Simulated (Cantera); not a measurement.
A closed system holds: 1 mol HgO, 8.9 mol H2, 0.29 mol N2, held at 750 Torr.

Equilibrium computed with Cantera from the NASA thermochemical tables; the gas is ideal and each condensed phase is pure. Candidate condensed phases: H2O, Hg, HgO; 25 gas species. Kinetics and transport are ignored. All values below are at 1300 °C.

Base state: H2 0.775, Hg 0.0981, H2O 0.0981, N2 0.0285, H 3.58e-5 (mole fractions); condensed: gas only.

Problem. What changes in the equilibrium state with this change: HgO replaced by Fe(CO)5?

Solution. 
```csv
species,before,after
H2,0.775,0.626
CO,0,0.352
N2,0.0285,0.0204
Hg,0.0981,0
H2O,0.0981,0.000424
CH4,0,0.000390
HCN,0,0.000106
CO2,0,8.23e-5
H,3.58e-5,3.22e-5
"Fe(γ), mol",0,1.000
```
Further candidate phases: C, C6H6, C7H8, C8H18, Fe, Fe(CO)5, FeO, Fe(OH)2, Fe(OH)3, Fe2O3, Fe3O4.

Problem. What changes in the equilibrium state with this change: HgO replaced by PbO?

Solution. 
```
species      before    after
----------  -------  -------
H2            0.775    0.818
H2O          0.0981    0.104
Pb                0   0.0480
Hg           0.0981        0
N2           0.0285   0.0300
Pb2               0  3.13e-5
H           3.58e-5  3.68e-5
Pb(l), mol        0    0.536
```
Further candidate phases: Pb, PbO, PbO2, Pb3O4.
